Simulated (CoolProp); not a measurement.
Computed with CoolProp (reference Helmholtz-energy equation of state, Thol 2017).

Question: For octamethyltrisiloxane (MDM), give the phase and the density (kg/m³), cp (kJ/(kg K)), cv (kJ/(kg K)), Joule-Thomson coefficient (K/MPa) at 446.3 K and 4.39 MPa; 510.7 K and 4.39 MPa; 575 K and 4.39 MPa.

Answer: 
- 446.3 K and 4.39 MPa: liquid; density 670, cp 2.14, cv 1.84, Joule-Thomson coefficient -0.173
- 510.7 K and 4.39 MPa: liquid; density 591, cp 2.29, cv 1.99, Joule-Thomson coefficient 0.112
- 575 K and 4.39 MPa: supercritical; density 494, cp 2.47, cv 2.13, Joule-Thomson coefficient 0.823
